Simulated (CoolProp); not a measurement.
A Linde-Hampson liquefier for CF4 (R14): isothermal reversible compression at 320 K from 1 atm to 25 MPa, throttling to 1 atm, return gas leaving the recuperator 10 K below the feed. Each further row changes one setting.

Computed with CoolProp (reference Helmholtz-energy equation of state, Platzer 1990). This equation is an older, rougher fit; its heat capacities, sound speeds and derivatives of the liquid may be far off and weren't checked against measurements.

```tsv
case	liquid yield per pass	compression work (kJ/kg of gas)
as stated	…	154
high pressure 50 MPa	…	178
warm-end temperature 350 K	…	…
warm-end gap 15 K	…	154
```

Some entries are withheld; supply them.


- as stated, liquid yield per pass: 0.218
- high pressure 50 MPa, liquid yield per pass: 0.226
- warm-end temperature 350 K, liquid yield per pass: 0.163
- warm-end temperature 350 K, compression work (kJ/kg of gas): 173
- warm-end gap 15 K, liquid yield per pass: 0.206
